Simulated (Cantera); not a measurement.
A closed system holds: 1 mol Cu, 2.9 mol F2, 2.9 mol N2, at 873 K and 110 Pa.

Method: chemical equilibrium by Gibbs-energy minimisation in Cantera with the NASA 1993 tables (ideal gas, pure condensed phases). Candidate condensed phases: Cu, CuF2; 11 gas species. Rates play no part.

Base state: N2 0.513, F 0.302, F2 0.185, NF3 0.000247, CuF2 0.000126 (mole fractions); condensed: CuF2(s).

### Question
What changes in the equilibrium state with this change: pressure from 110 Pa to 8.20 Pa?

### Answer
| species | before | after |
|---|---|---|
| F | 0.302 | 0.510 |
| N2 | 0.513 | 0.449 |
| F2 | 0.185 | 0.0393 |
| CuF2 | 0.000126 | 0.00169 |
| NF3 | 0.000247 | 1.69e-6 |
| CuF2(s), mol | 0.999 | 0.989 |
